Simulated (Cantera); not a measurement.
A freely propagating, adiabatic, planar premixed flame of H2 : O2 : N2 = 1 : 0.333 : 0.9 (molar parts), equivalence ratio 1.5, unburnt at 448 K and 1730 Torr; mixture-averaged transport, grid criteria slope 0.08 and curve 0.16, no radiation.

Cantera simulation using the H2/O2 subset of GRI-Mech 3.0, which has no nitrogen chemistry; the numbers are that mechanism's predictions, not measurements. The hydrogen kinetics of GRI-Mech 3.0 are dated; newer H2 mechanisms differ, most at raised pressure. Burning velocities carry a grid error of a few per cent, more on coarse grids.

What does this change do: H2 1 to 0.77 parts?


```csv
quantity,before,after
laminar burning velocity,759 cm/s,688 cm/s
thermal thickness,0.128 mm,0.129 mm
peak x(O),0.00762,0.0125
peak x(HO2),0.000822,0.000855
peak x(OH),0.0152,0.0236
```

What does this change do: inlet temperature 448 to 600 K?


```
quantity                    before      after
------------------------  --------  ---------
laminar burning velocity  759 cm/s  1190 cm/s
thermal thickness         0.128 mm   0.145 mm
peak x(O)                  0.00762    0.00897
peak x(HO2)               0.000822   0.000611
peak x(OH)                  0.0152     0.0176
```
